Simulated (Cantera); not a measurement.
A closed system holds: 1 mol SiHCl3, 5.2 mol H2, equilibrated at 0.00210 bar.

Equilibrium computed with Cantera from the NASA thermochemical tables; the gas is ideal and each condensed phase is pure. Candidate condensed phases: Si; 19 gas species. Gases not in the tables: Si2H6 and higher silanes. Equilibrium is a limit: real reactors are often held back by kinetics, nucleation or transport.

What share of the Si ends up in condensed phases as a function of T (K), at 1048, 1248, 1448, 1648, 1848, 2048, 2248, 2448?


```json
[
 {"T (K)": "1048", "Si condensed (%)": "30.2", "as": "Si(s)"},
 {"T (K)": "1248", "Si condensed (%)": "20.1", "as": "Si(s)"},
 {"T (K)": "1448", "Si condensed (%)": "11.3", "as": "Si(s)"},
 {"T (K)": "1648", "Si condensed (%)": "7.7", "as": "Si(s)"},
 {"T (K)": "1848", "Si condensed (%)": "9.3", "as": "Si(l)"},
 {"T (K)": "2048", "Si condensed (%)": "0.0", "as": "-"},
 {"T (K)": "2248", "Si condensed (%)": "0.0", "as": "-"},
 {"T (K)": "2448", "Si condensed (%)": "0.0", "as": "-"}
]
```
